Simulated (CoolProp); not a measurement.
The numbers come from the reference Helmholtz-energy equation of state, Smukala 2000 in CoolProp.

### Question
For ethylene, give the phase and the density (kg/m³), cp (kJ/(kg K)), cv (kJ/(kg K)), Joule-Thomson coefficient (K/MPa) at 169.9 K and 56.7 bar.

### Answer
- 169.9 K and 56.7 bar: liquid; density 572, cp 2.39, cv 1.37, Joule-Thomson coefficient -0.436
